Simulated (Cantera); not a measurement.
Input: 1 mol Al(CH₃)₃, 4.3 mol N₂O, 97 mol H₂, equilibrated at 2023 K and 3.53 Torr.

Cantera equilibrium calculation (NASA polynomials, part measured and part estimated; ideal gas, pure solids and liquids). Candidate condensed phases: Al, AlN, Al₂O₃, C, C₆H₆, C₇H₈, C₈H₁₈, H₂O; 148 gas species. The feed counts by its element totals alone. The tables' values for AlOH are old estimates; treat these amounts as uncertain. Kinetics and transport are ignored.

**Question.** What is the equilibrium state?

**Answer.** 
| Property | Result |
|---|---|
| x(H₂) | 0.906 |
| x(N₂) | 0.0389 |
| x(CO) | 0.0272 |
| x(H) | 0.0264 |
| x(Al) | 0.00114 |
| x(H₂O) | 0.000485 |
| x(Al₂O) | 0.000268 |
| x(AlOH) | 4.98e-5 |
| x(AlH) | 1.98e-5 |
| n(Al₂O₃(s)) | 0.403 mol |
| gas amount | 110.4 mol |
| log10 activity of Al(l) (absent) | -3.14 |
| log10 activity of C(graphite) (absent) | -4.59 |
